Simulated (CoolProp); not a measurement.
Values from CoolProp's reference Helmholtz-energy equation of state, Bücker 2006.

For ethane, give the phase and the cp (kJ/(kg K)), speed of sound (m/s), Prandtl number at -99.15 °C and 0.0114 MPa.


- -99.15 °C and 0.0114 MPa: gas; cp 1.35, speed of sound 245, Prandtl number 0.888

Viscosity comes from a separate model (Friend 1991). Thermal conductivity comes from a separate model (Friend 1991).
